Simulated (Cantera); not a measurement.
Charge: 1 mol Si3N4, 2.4 mol N2O, 3.2 mol H2, held at 2075 K and 0.120 Pa.

Method: chemical equilibrium by Gibbs-energy minimisation in Cantera with the NASA 1993 tables (ideal gas, pure condensed phases). Candidate condensed phases: H2O, Si, SiO2, Si2N2O, Si3N4; 35 gas species. Rates play no part.

Base state: H 0.418, N2 0.328, SiO 0.179, Si 0.0448, H2 0.0296 (mole fractions); condensed: gas only.

Question: What changes in the equilibrium state with this change: temperature from 2075 K to 1325 K?

Answer: 
```csv
species,before,after
N2,0.328,0.432
H2,0.0296,0.363
SiO,0.179,0.204
H,0.418,0.000899
Si,0.0448,4.06e-6
"Si2N2O(s), mol",0,0.600
```

Question: What changes in the equilibrium state with this change: pressure from 0.120 Pa to 42000 Pa?

Answer: 
| species | before | after |
|---|---|---|
| N2 | 0.328 | 0.431 |
| H2 | 0.0296 | 0.362 |
| SiO | 0.179 | 0.204 |
| H | 0.418 | 0.00247 |
| Si | 0.0448 | 9.16e-5 |
| SiH2 | 2.50e-9 | 2.19e-5 |
| H2O | 6.90e-9 | 4.70e-5 |
| SiH | 4.83e-6 | 2.04e-5 |
| Si2N2O(s), mol | 0 | 0.599 |
Gases not in the tables: Si2H6 and higher silanes.

Question: What changes in the equilibrium state with this change: temperature from 2075 K to 1100 K?

Answer: 
```
species              before    after
-------------------  ------  -------
N2                    0.328    0.500
H2                   0.0296    0.500
SiO                   0.179  8.77e-5
H                     0.418  1.67e-5
Si                   0.0448    <1e-9
SiO2(β-quartz), mol       0    0.600
Si2N2O(s), mol            0     1.20
```
Mutual solubility and eutectic melting of coexisting phases are not modelled.
